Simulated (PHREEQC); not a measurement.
A solution holds 0.013 mol HF, 0.0002 mol NaF and 0.00062 mol H4SiO4 per kg of water, at 20 °C. Closed to the air; pH follows from the charge balance.

The numbers come from PHREEQC with the ion-association model, phreeqc.dat.

```json
[
 {"quantity": "pH", "before": "2.54", "after": "2.88"},
 {"quantity": "ionic strength (mol/kgw)", "before": "0.00390", "after": "0.00543"},
 {"quantity": "HF (mol/kgw)", "before": "0.00738", "after": "0.00583"},
 {"quantity": "F- (mol/kgw)", "before": "0.00199", "after": "0.00350"},
 {"quantity": "HF2- (mol/kgw)", "before": "5.40e-5", "after": "7.51e-5"}
]
```

**Question.** Name the change that produced these shifts.
A) H4SiO4 left out
B) 0.0032 mol/kgw LiOH added
C) HF left out
D) diluted 5-fold with water
E) 0.002 mol/kgw TMAH added

**Answer.** B, 0.0032 mol/kgw LiOH added

This is a speciation only: nothing precipitates in the calculation. SiF6-2 is the database's only silicon fluoride.
